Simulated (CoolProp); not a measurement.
A closed Brayton cycle with dry air: compressor inlet 309.15 K and 3.4 MPa, high pressure 6.46 MPa, turbine inlet 845 K, compressor efficiency 0.8, turbine efficiency 0.93, recuperator effectiveness 0.9 (on enthalpy, no pinch check). Each further row changes one setting.

Values from CoolProp's reference Helmholtz-energy equation of state, Lemmon 2000. It is a pseudo-pure fit of the blend.

```tsv
case	thermal efficiency (%)	net work (kJ/kg)	compressor to turbine work	compressor exit (K)	turbine exit (K)
as stated	32.7	57.1	0.58	387.3	723.0
turbine inlet 795 K	30.3	49.0	(withheld)	387.3	679.1
compressor inlet 319.15 K	31.5	54.4	0.60	399.7	723.0
high pressure 5.49 MPa	(withheld)	46.1	0.55	366.1	752.3
recuperator effectiveness 0.5	(withheld)	57.1	0.58	387.3	723.0
```

Q: What belongs in the gaps?

A: 
- turbine inlet 795 K, compressor to turbine work: 0.62
- high pressure 5.49 MPa, thermal efficiency (%): 31.4
- recuperator effectiveness 0.5, thermal efficiency (%): 18.0
